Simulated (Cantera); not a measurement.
An adiabatic, constant-volume homogeneous reactor starts with CO : H₂ : O₂ : N₂ = 1 : 0.44 : 0.343 : 1.29 (molar parts), equivalence ratio 2.1, at 1375 K and 28.0 bar. Integrator tolerance rtol = 1e-08.

Cantera simulation using GRI-Mech 3.0 (53 species, 325 reactions); the numbers are that mechanism's predictions, not measurements. The hydrogen kinetics of GRI-Mech 3.0 are dated; newer H2 mechanisms differ, most at raised pressure. The pressure lies above the range GRI-Mech 3.0 was tuned for (to about 10 atm). Above 3000 K some thermodynamic fits are extrapolated.

Q: What does this change do: initial temperature 1375 to 1725 K?

A: 
```
quantity                                                            before                                    after
---------------------------------  ---------------------------------------  ---------------------------------------
time of steepest temperature rise                                  2.83 µs                                 0.406 µs
temperature at 9.00 s                                               3165 K                                   3316 K
equilibrium temperature                                             3165 K                                   3316 K
x(CO) at 9.00 s                        0.248 (gas-phase equilibrium 0.248)      0.254 (gas-phase equilibrium 0.254)
x(H₂) at 9.00 s                      0.0333 (gas-phase equilibrium 0.0333)    0.0338 (gas-phase equilibrium 0.0338)
x(O₂) at 9.00 s                    0.00128 (gas-phase equilibrium 0.00128)  0.00314 (gas-phase equilibrium 0.00314)
x(H₂O₂) at 9.00 s                  7.10e-7 (gas-phase equilibrium 7.10e-7)  1.17e-6 (gas-phase equilibrium 1.17e-6)
x(H) at 9.00 s                     0.00617 (gas-phase equilibrium 0.00617)    0.0101 (gas-phase equilibrium 0.0101)
```

Q: What does this change do: H2 0.44 to 0.55 parts?

A: 
```tsv
quantity	before	after
time of steepest temperature rise	2.83 µs	2.78 µs
temperature at 9.00 s	3165 K	3128 K
equilibrium temperature	3165 K	3128 K
x(CO) at 9.00 s	0.248 (gas-phase equilibrium 0.248)	0.256 (gas-phase equilibrium 0.256)
x(H₂) at 9.00 s	0.0333 (gas-phase equilibrium 0.0333)	0.0492 (gas-phase equilibrium 0.0492)
x(O₂) at 9.00 s	0.00128 (gas-phase equilibrium 0.00128)	0.000617 (gas-phase equilibrium 0.000617)
x(H₂O₂) at 9.00 s	7.10e-7 (gas-phase equilibrium 7.10e-7)	5.33e-7 (gas-phase equilibrium 5.33e-7)
x(H) at 9.00 s	0.00617 (gas-phase equilibrium 0.00617)	0.00679 (gas-phase equilibrium 0.00679)
```
